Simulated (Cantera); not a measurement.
Charge: 1 mol SiCl₄, 0.43 mol H₂, equilibrated at 59000 Pa.

Equilibrium computed with Cantera from the NASA thermochemical tables; the gas is ideal and each condensed phase is pure. Candidate condensed phases: Si; 19 gas species. Rates play no part. All values below are at 723 K.

Base state: SiCl₄ 0.692, H₂ 0.293, HCl 0.00779, SiHCl₃ 0.00777 (mole fractions); condensed: gas only.

What changes in the equilibrium state with this change: 0.0022 mol NH₃ added?


| species | before | after |
|---|---|---|
| SiCl₄ | 0.692 | 0.690 |
| H₂ | 0.293 | 0.294 |
| HCl | 0.00779 | 0.0104 |
| SiHCl₃ | 0.00777 | 0.00581 |
| Si₃N₄(s), mol | 0 | 0.000550 |
Further candidate phases: NH₄Cl, Si₃N₄.
